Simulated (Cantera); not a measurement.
Input (Python, Cantera):

```python
import numpy as np
import cantera as ct

gas = ct.Solution("gri30.yaml")
gas.TPX = 1400, 1333, {'H2': 0.26, 'O2': 1}
inlet = ct.Reservoir(gas, clone=True)

reactor = ct.IdealGasConstPressureReactor(gas, energy="off", clone=False)
exhaust = ct.Reservoir(gas, clone=True)
tau = [0.66, 0.3, 0.14, 0.064, 0.029, 0.013, 0.0061, 0.0028][0]
for a, b in ((inlet, reactor), (reactor, exhaust)):
    ct.MassFlowController(a, b, mdot=lambda t: reactor.mass / tau)
net = ct.ReactorNet([reactor])
show = ['H2', 'O2', 'OH', 'H2O2', 'HO2']

rows = []
print(f"{'tau/s':>10s}{'T/K':>9s}" + "".join(f"{s:>11s}" for s in show))
for tau in [0.66, 0.3, 0.14, 0.064, 0.029, 0.013, 0.0061, 0.0028]:
    net.initial_time = 0.0
    net.advance(30 * tau)
    before = gas.X
    net.advance(40 * tau)
    drift = np.max(np.abs(gas.X - before) / (gas.X + 1e-9))
    rows.append([gas.T, *gas[show].X, drift])
    print(f"{tau:10.3e}{gas.T:9.1f}" + "".join(f"{x:11.3e}" for x in gas[show].X))
```

Result:

```
     tau/s      T/K         H2         O2         OH       H2O2        HO2
 6.600e-01   1400.0  1.083e-03  7.609e-01  5.824e-03  1.325e-07  3.316e-06
 3.000e-01   1400.0  1.780e-03  7.557e-01  7.467e-03  1.627e-07  4.174e-06
 1.400e-01   1400.0  2.822e-03  7.479e-01  9.381e-03  1.918e-07  4.936e-06
 6.400e-02   1400.0  4.382e-03  7.359e-01  1.161e-02  2.170e-07  5.526e-06
 2.900e-02   1400.0  6.459e-03  7.193e-01  1.391e-02  2.316e-07  5.827e-06
 1.300e-02   1400.0  8.841e-03  7.004e-01  1.590e-02  2.340e-07  5.837e-06
 6.100e-03   1400.0  1.117e-02  6.853e-01  1.727e-02  2.311e-07  5.706e-06
 2.800e-03   1400.0  1.408e-02  6.764e-01  1.836e-02  2.319e-07  5.565e-06
```

Computed with Cantera and GRI-Mech 3.0 (53 species, 325 reactions). Radical loss at walls, strong at low pressure, is not modelled. The temperature is held fixed by assumption; the heat of reaction is taken as removed at once.
